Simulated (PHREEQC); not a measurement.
Model water analysis in mmol/kgw, 20 °C, pH 2.59, pe 10.2:

| constituent | mmol/kgw |
|---|---|
| Na | 18.9 |
| K | 2.38 |
| Ca | 9.02 |
| Mg | 11.9 |
| Cl | 22 |
| S(6) | 23.1 |
| Zn | 1.48 |
| Li | 0.0796 |

Valence states are taken as typed.

All values are PHREEQC results (ion-association model, phreeqc.dat), not measurements.

The ionic strength comes out as 0.0829 mol/kgw. What activity coefficients do KSO4-, K+, Zn+2, Li+, NaSO4- get?

KSO4- 0.80, K+ 0.78, Zn+2 0.40, Li+ 0.81, NaSO4- 0.80.

This is a speciation only: nothing precipitates in the calculation.
